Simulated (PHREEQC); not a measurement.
Spent oxide etchant

Consider water at 25 °C with 0.029 mol/kgw HF, 0.016 mol/kgw H2SiF6 and 0.00055 mol/kgw CsOH. Closed to the air; pH follows from the charge balance.

Model: ion-association model, wateq4f.dat, run in PHREEQC.

```
Quantity                   Value
----------------  --------------
pH                          1.56
ionic strength    0.0488 mol/kgw
total alkalinity     -124 meq/kg
```

```csv
species,molality,activity,log γ
H+,0.0323,0.0276,-0.068
HF,0.0249,0.0251,0.005
SiF6-2,0.0160,0.00747,-0.331
H2F2,0.00163,0.00165,0.005
F-,0.000747,0.000608,-0.090
Cs+,0.000550,0.000452,-0.085
HF2-,7.21e-5,5.86e-5,-0.090
H4SiO4,1.67e-7,1.69e-7,0.005
```

This is a speciation only: nothing precipitates in the calculation. SiF6-2 is the database's only silicon fluoride.
